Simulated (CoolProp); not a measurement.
Model: reference Helmholtz-energy equation of state, Gao 2016, in CoolProp.

**Question.** For sulfur dioxide, give the phase and the cp (kJ/(kg K)), speed of sound (m/s), Joule-Thomson coefficient (K/MPa) at 200.55 °C and 0.0469 MPa.

**Answer.** 
- 200.55 °C and 0.0469 MPa: gas; cp 0.716, speed of sound 274, Joule-Thomson coefficient 9.68
